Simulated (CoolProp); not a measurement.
Properties of propylene glycol along the isobar 9590 kPa (Tc = 400.8 °C, pc = 7292 kPa, ω = 0.327).

Model: reference Helmholtz-energy equation of state, Eisenbach 2021, in CoolProp.

```
T (°C)   phase  density (kg/m³)  cp (kJ/(kg K))  expansivity (1/kK)
------  ------  ---------------  --------------  ------------------
268.65  liquid            815.8           3.776               1.500
275.75  liquid            807.0           3.818               1.559
282.95  liquid            797.8           3.862               1.626
290.05  liquid            788.4           3.907               1.697
297.15  liquid            778.8           3.955               1.777
304.25  liquid              ___           4.005               1.865
311.35  liquid            758.4           4.058               1.964
318.45  liquid            747.6           4.115                 ___
325.55  liquid            736.4           4.177               2.204
332.65  liquid            724.5           4.245                 ___
339.75  liquid            712.1             ___               2.526
346.85  liquid            699.0           4.407               2.734
```

What belongs in the gaps?


- 304.25, density (kg/m³): 768.8
- 318.45, expansivity (1/kK): 2.076
- 332.65, expansivity (1/kK): 2.352
- 339.75, cp (kJ/(kg K)): 4.321
